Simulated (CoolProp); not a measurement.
Vapour-liquid equilibrium of R134a (1) + R152A (2) at 285.7 K; x and y are mole fractions of (1).

The numbers come from the multi-fluid Helmholtz-energy mixture model, Tillner-Roth 1994 and Outcalt 1996; pair parameters Lemmon 2004 in CoolProp.

Question: Give the bubble pressure and the first vapour's composition at x = 0.45, 0.75, 0.85. Is there an azeotrope?

Answer: x = 0.45: 4.151 bar, y = 0.471; x = 0.75: 4.318 bar, y = 0.775; x = 0.85: 4.390 bar, y = 0.869. No azeotrope shows between x = 0.05 and 0.95.

Pair parameters are fitted to limited data, so mixtures are less certain than the pure fluids.
